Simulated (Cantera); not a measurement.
**Thermodynamics of carbothermic reduction, feed PbO + CH4 + N2**

Charge: 1 mol PbO, 4.9 mol CH4, 13 mol N2, held at 21.0 Pa.

Method: chemical equilibrium by Gibbs-energy minimisation in Cantera with the NASA 1993 tables (ideal gas, pure condensed phases). Candidate condensed phases: C, C6H6, C7H8, C8H18, H2O, Pb, PbO, PbO2, Pb3O4; 139 gas species. The numbers say what is thermodynamically allowed, not how fast it happens.

At 550 °C the condensed part is C(graphite) + Pb(l). From 700 °C to 2200 °C the condensed part is C(graphite). The main Pb-bearing gas is Pb throughout.

| T (°C) | log p N2 | log p H | log p H2 | log p CO | log p Pb | log p HCN | n C(graphite) | n Pb(l) |
|---|---|---|---|---|---|---|---|---|
| 550 | -3.94 | -13.17 | -4.06 | -5.06 | -6.87 | -10.79 | 3.90 | 0.985 |
| 700 | -3.96 | -11.01 | -4.08 | -5.07 | -5.07 | -9.50 | 3.90 | 0 |
| 850 | -3.96 | -9.41 | -4.08 | -5.07 | -5.07 | -8.54 | 3.90 | 0 |
| 1000 | -3.96 | -8.19 | -4.08 | -5.07 | -5.07 | -7.82 | 3.90 | 0 |
| 1150 | -3.96 | -7.22 | -4.08 | -5.07 | -5.07 | -7.24 | 3.89 | 0 |
| 1300 | -3.96 | -6.43 | -4.08 | -5.07 | -5.07 | -6.78 | 3.88 | 0 |
| 1450 | -3.96 | -5.78 | -4.09 | -5.07 | -5.07 | -6.41 | 3.85 | 0 |
| 1600 | -3.97 | -5.24 | -4.10 | -5.08 | -5.08 | -6.10 | 3.79 | 0 |
| 1750 | -3.98 | -4.80 | -4.15 | -5.09 | -5.09 | -5.86 | 3.70 | 0 |
| 1900 | -4.00 | -4.44 | -4.25 | -5.11 | -5.11 | -5.68 | 3.57 | 0 |
| 2050 | -4.04 | -4.19 | -4.45 | -5.15 | -5.15 | -5.60 | 3.42 | 0 |
| 2200 | -4.08 | -4.04 | -4.77 | -5.18 | -5.18 | -5.60 | 3.12 | 0 |
log p: log10 of the partial pressure in bar; n: condensed amount in mol.
